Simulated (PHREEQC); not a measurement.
Consider water at 30 °C with 0.26 mol ZnSO4, 5e-05 mol NaF and 8.3e-05 mol Na2SO4 per kg of water. Closed to the air; pH follows from the charge balance.

All values are PHREEQC results (ion-association model, wateq4f.dat), not measurements.

**Question.** The ionic strength comes out as 0.470 mol/kgw. What activity coefficients do Zn(SO4)2-2, H+, ZnOH+, Zn+2, NaSO4- get?

**Answer.** Zn(SO4)2-2 0.28, H+ 0.77, ZnOH+ 0.73, Zn+2 0.25, NaSO4- 0.69.

No solid was allowed to form. Species that the database lacks are ignored.
